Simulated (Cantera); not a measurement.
A diamond (100) surface in a fixed gas of H2 with x(CH4) = 0.017, x(CH3) = 0.00021, at 1150 K, 13.5 Torr; coverages are run to steady state.

Computed with Cantera and the Harris–Goodwin 1993 mechanism for the reconstructed diamond (100) surface.

θ: site fractions in the mechanism's names (c6HH fully hydrogenated, c6H* and c6*H radical sites, c6** diradical, c6HM methylated).

```
x(H)     growth (µm/h)  θ c6HH  θ c6H*  θ c6*H   θ c6**   θ c6HM
-------  -------------  ------  ------  ------  -------  -------
0.0001          0.0491   0.601  0.0254   0.360  0.00489        ?
0.00022          0.108   0.540  0.0291   0.413  0.00936        ?
0.00047          0.200   0.505  0.0311   0.441   0.0143  0.00353
0.001            0.345   0.487  0.0321   0.455   0.0184  0.00377
0.0022           0.597   0.478  0.0326   0.462   0.0213  0.00372
0.0048            1.01   0.474  0.0328   0.465   0.0229        ?
0.01              1.56   0.472  0.0330   0.467   0.0237        ?
0.022             2.23   0.472  0.0331   0.468   0.0241        ?
0.048             2.80   0.472  0.0333   0.469   0.0244        ?
```

**Question.** Fill in the missing entries.

**Answer.** 
- 0.0001, θ c6HM: 0.00246
- 0.00022, θ c6HM: 0.00307
- 0.0048, θ c6HM: 0.00331
- 0.01, θ c6HM: 0.00264
- 0.022, θ c6HM: 0.00178
- 0.048, θ c6HM: 0.00104
